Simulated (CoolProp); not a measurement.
Aqueous magnesium chloride as a coolant, 19 % by mass, freezing at -25.9 °C, 1 atm.

The numbers come from the Melinder's fits for secondary coolants in CoolProp.

```json
[
 {"T (°C)": "-3.6", "Prandtl number": "30.6", "viscosity (mPa s)": "5.06", "conductivity (W/(m K))": "[?]", "cp (kJ/(kg K))": "3.091"},
 {"T (°C)": "0.3", "Prandtl number": "26.6", "viscosity (mPa s)": "4.43", "conductivity (W/(m K))": "0.517", "cp (kJ/(kg K))": "3.101"},
 {"T (°C)": "4.2", "Prandtl number": "23.2", "viscosity (mPa s)": "3.90", "conductivity (W/(m K))": "0.524", "cp (kJ/(kg K))": "3.112"},
 {"T (°C)": "8", "Prandtl number": "[?]", "viscosity (mPa s)": "3.45", "conductivity (W/(m K))": "0.531", "cp (kJ/(kg K))": "[?]"},
 {"T (°C)": "11.9", "Prandtl number": "17.8", "viscosity (mPa s)": "3.05", "conductivity (W/(m K))": "0.537", "cp (kJ/(kg K))": "3.133"},
 {"T (°C)": "15.8", "Prandtl number": "15.7", "viscosity (mPa s)": "2.71", "conductivity (W/(m K))": "0.544", "cp (kJ/(kg K))": "3.144"},
 {"T (°C)": "19.7", "Prandtl number": "13.8", "viscosity (mPa s)": "2.41", "conductivity (W/(m K))": "0.550", "cp (kJ/(kg K))": "3.154"},
 {"T (°C)": "23.6", "Prandtl number": "12.2", "viscosity (mPa s)": "2.15", "conductivity (W/(m K))": "0.557", "cp (kJ/(kg K))": "3.165"},
 {"T (°C)": "27.5", "Prandtl number": "10.8", "viscosity (mPa s)": "1.92", "conductivity (W/(m K))": "0.563", "cp (kJ/(kg K))": "3.176"},
 {"T (°C)": "31.4", "Prandtl number": "9.58", "viscosity (mPa s)": "1.71", "conductivity (W/(m K))": "[?]", "cp (kJ/(kg K))": "[?]"},
 {"T (°C)": "35.3", "Prandtl number": "8.51", "viscosity (mPa s)": "1.53", "conductivity (W/(m K))": "0.576", "cp (kJ/(kg K))": "[?]"}
]
```

Task: Some entries are withheld; supply them.

Result: 
- -3.6, conductivity (W/(m K)): 0.511
- 8, Prandtl number: 20.3
- 8, cp (kJ/(kg K)): 3.122
- 31.4, conductivity (W/(m K)): 0.570
- 31.4, cp (kJ/(kg K)): 3.187
- 35.3, cp (kJ/(kg K)): 3.198
